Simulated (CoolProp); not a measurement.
Model: reference Helmholtz-energy equation of state, Lemmon 2006, in CoolProp. It is a short technical equation, of lower accuracy than the large ones.

**Question.** For carbonyl sulfide, give the phase and the cp (kJ/(kg K)), speed of sound (m/s), Joule-Thomson coefficient (K/MPa), isothermal compressibility (1/MPa) at 620 K and 20.5 MPa.

**Answer.** 
- 620 K and 20.5 MPa: supercritical; cp 1.13, speed of sound 327, Joule-Thomson coefficient 2.52, isothermal compressibility 0.0506
